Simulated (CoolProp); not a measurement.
Vapour-liquid equilibrium of ethylene (1) + isobutane (2) at 125 kPa; x and y are mole fractions of (1).

Computed with CoolProp (multi-fluid Helmholtz-energy mixture model, Smukala 2000 and Bücker 2006; pair parameters Bell 2016).

| x | bubble temperature (°C) | y at the bubble point | dew temperature at overall composition x (°C) | liquid density (mol/L) |
|---|---|---|---|---|
| 0.05 | -27.6 | ___ | ___ | 10.74 |
| 0.2 | -61.7 | 0.943 | -12.0 | 12.18 |
| 0.35 | -76.6 | ___ | -17.1 | 13.43 |
| 0.5 | -85.5 | 0.994 | ___ | ___ |
| 0.65 | -91.5 | 0.998 | -30.8 | 16.13 |
| 0.8 | ___ | 0.999 | ___ | 17.69 |
| 0.95 | -99.2 | 1.000 | -63.4 | 19.43 |

Problem. What belongs in the gaps?

Solution. 
- 0.05, y at the bubble point: 0.592
- 0.05, dew temperature at overall composition x (°C): -7.6
- 0.35, y at the bubble point: 0.984
- 0.5, dew temperature at overall composition x (°C): -23.1
- 0.5, liquid density (mol/L): 14.72
- 0.8, bubble temperature (°C): -95.8
- 0.8, dew temperature at overall composition x (°C): -41.6

No azeotrope shows between x = 0.05 and 0.95.

The pair parameters rest on a limited set of measurements; away from them the model extrapolates.
